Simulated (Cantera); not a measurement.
Cantera run:

```python
import numpy as np
import cantera as ct

gas_names = """
    C CN CO CO2 C2 CCN CNC C2N2 C2O C3 C3O2 C4 C4N2 C5 N NCO NO NO2 NO3 N2 N2O O O2 O3 Si SiC SiC2 SiN
    SiO SiO2 Si2 Si2C Si2N Si3
""".split()
cond_names = """
    C(gr) Si(cr) Si(L) SiC(b) SiO2(Lqz) SiO2(hqz) SiO2(L) Si2N2O(s) Si3N4(a)
""".split()


# ... load() reads the species with a 1 bar reference pressure and builds the phases ...
atoms = {
    'SiC': {'Si': 1, 'C': 1},
    'N2O': {'N': 2, 'O': 1},
    'N2': {'N': 2},
}
top_T = {'C(gr)': 4500, 'SiC(b)': 3050, 'Si2N2O(s)': 2100, 'Si3N4(a)': 2400}  # K; cautious upper limits of use, not melting points


# ... equilibrate(T, P, feed) seeds the gas with the atoms and calls Mixture.equilibrate('TP', solver="vcs", rtol=1e-11, max_steps=5000) ...
results = []
feed = {'SiC': 1, 'N2O': 0.077, 'N2': 210}  # mol
P = 27000  # Pa
for T in [1125, 1200, 1275, 1350, 1425, 1500, 1575, 1650, 1725, 1800, 1875, 1950]:
    mix = equilibrate(T, P, feed)
    results.append((T, P, feed, dict(zip(mix.species_names, mix.species_moles))))
    x = sorted(zip(gas.X, gas.species_names), reverse=True)
    print(f"T = {T:g} K  P = {P:g} Pa  gas = {mix.phase_moles(0):.4g} mol")
    print("   x: " + "  ".join(f"{s} {v:.3e}" for v, s in x if v > 1e-05))
    print("   condensed (mol): " + ("  ".join(f"{mix.phase(i).name} {mix.phase_moles(i):.4g}"
          for i in range(1, mix.n_phases) if mix.phase_moles(i) > 1e-12) or "none"))
```

Result:

```
T = 1125 K  P = 27000 Pa  gas = 209.4 mol
   x: N2 1.000e+00
   condensed (mol): C(gr) 1  Si2N2O(s) 0.07699  Si3N4(a) 0.282
T = 1200 K  P = 27000 Pa  gas = 209.4 mol
   x: N2 1.000e+00
   condensed (mol): C(gr) 0.9999  Si2N2O(s) 0.07694  Si3N4(a) 0.282
T = 1275 K  P = 27000 Pa  gas = 209.4 mol
   x: N2 1.000e+00
   condensed (mol): C(gr) 0.9996  Si2N2O(s) 0.07657  Si3N4(a) 0.2823
T = 1350 K  P = 27000 Pa  gas = 209.4 mol
   x: N2 1.000e+00  CO 1.152e-05
   condensed (mol): C(gr) 0.9976  Si2N2O(s) 0.07459  Si3N4(a) 0.2836
T = 1425 K  P = 27000 Pa  gas = 209.4 mol
   x: N2 9.999e-01  CO 5.355e-05
   condensed (mol): C(gr) 0.9888  Si2N2O(s) 0.06578  Si3N4(a) 0.2895
T = 1500 K  P = 27000 Pa  gas = 209.5 mol
   x: N2 9.998e-01  CO 2.129e-04
   condensed (mol): C(gr) 0.9554  Si2N2O(s) 0.03238  Si3N4(a) 0.3117
T = 1575 K  P = 27000 Pa  gas = 209.5 mol
   x: N2 9.996e-01  CO 3.668e-04
   condensed (mol): C(gr) 0.9232  Si3N4(a) 0.3333
T = 1650 K  P = 27000 Pa  gas = 210.1 mol
   x: N2 9.996e-01  CO 3.636e-04
   condensed (mol): SiC(b) 0.9236  Si3N4(a) 0.02527
T = 1725 K  P = 27000 Pa  gas = 210.1 mol
   x: N2 9.996e-01  CO 3.559e-04  SiO 1.055e-05
   condensed (mol): SiC(b) 0.9252  Si3N4(a) 0.02418
T = 1800 K  P = 27000 Pa  gas = 210.1 mol
   x: N2 9.996e-01  CO 3.332e-04  SiO 3.326e-05
   condensed (mol): SiC(b) 0.93  Si3N4(a) 0.0209
T = 1875 K  P = 27000 Pa  gas = 210.1 mol
   x: N2 9.996e-01  CO 2.811e-04  SiO 8.538e-05
   condensed (mol): SiC(b) 0.9409  Si3N4(a) 0.01301
T = 1950 K  P = 27000 Pa  gas = 210.2 mol
   x: N2 9.996e-01  CO 2.092e-04  SiO 1.572e-04  Si 3.813e-05
   condensed (mol): SiC(b) 0.9558
```

These are equilibrium values from Cantera (NASA tables, ideal gas, pure condensed phases), not measurements of a reactor. Mutual solubility and eutectic melting of coexisting phases are not modelled.
